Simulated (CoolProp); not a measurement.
CH2F2 (R32) along the isobar 7.26 MPa: fugacity coefficient from the reference equation and from simpler models built on Tc = 351.3 K, pc = 5.783 MPa, ω = 0.277; each cubic takes its own stable root.

The numbers come from the reference Helmholtz-energy equation of state, Tillner-Roth 1997 in CoolProp.

```
T (K)          phase   reference  van der Waals  Soave-Redlich-Kwong
-----  -------------  ----------  -------------  -------------------
209.9         liquid  (withheld)     (withheld)             0.008780
230.4         liquid     0.02399         0.1336              0.02524
250.8         liquid     0.05428         0.1940              0.05835
271.3         liquid      0.1054         0.2651               0.1149
291.8         liquid      0.1811         0.3446               0.1987
312.2         liquid      0.2813         0.4292               0.3087
332.7         liquid  (withheld)         0.5164               0.4392
353.1  supercritical      0.5370         0.6009               0.5741
373.6  supercritical      0.6435         0.6739               0.6746
394.1  supercritical      0.7079         0.7225               0.7366
414.5  supercritical  (withheld)         0.7588               0.7840
435    supercritical  (withheld)         0.7884               0.8225
```

Task: Some entries are withheld; supply them.

Result: 
- 209.9, reference: 0.008598
- 209.9, van der Waals: 0.08480
- 332.7, reference: 0.4035
- 414.5, reference: 0.7567
- 435, reference: 0.7959
